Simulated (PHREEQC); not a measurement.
NaOH is added in steps, without added water, to 1 kg of water holding 0.012 mol/kgw H2SO4, 0.0046 mol/kgw NiSO4 and 0.00023 mol/kgw Na2SO4, at 20 °C. Oxygen alone is held at its pressure in air (log pO2 = -0.68). CO2 from the air is kept out. The run lets Ni(OH)2, Ni4(OH)6SO4, Mirabilite, Morenosite precipitate or redissolve, and no other solid.

Base run: PHREEQC, ion-association model, wateq4f.dat. Each further column changes one thing. The table gives HSO4- (mol/kgw).

```tsv
NaOH added (mol)	base	NiSO4 from 0.0046 to 0.0023 mol/kgw	0.001 mol/kgw HF added	NiSO4 from 0.0046 to 0.00506 mol/kgw	no solid may form
0	0.00682	0.00633	0.00683	0.00691	0.00682
0.004375	0.00588	0.00549	0.00590	0.00595	0.00588
0.01021	0.00444	0.00418	0.00447	0.00449	0.00444
0.01458	0.00320	0.00303	0.00324	0.00324	0.00320
0.02042	0.00131	0.00125	0.00141	0.00132	0.00131
0.02479	1.57e-7	1.00e-7	5.16e-5	1.67e-7	4.77e-10
0.03062	9.03e-8	2.81e-12	1.05e-7	1.06e-7	8.86e-11
0.035	3.58e-12	8.72e-13	8.05e-12	7.51e-12	1.70e-11
```

The database's Ni(OH)2 is the aged solid; a fresh precipitate is more soluble. In at least one series the solution becomes supersaturated in solids that the run did not let form, among them Ni(OH)2, Ni4(OH)6SO4.
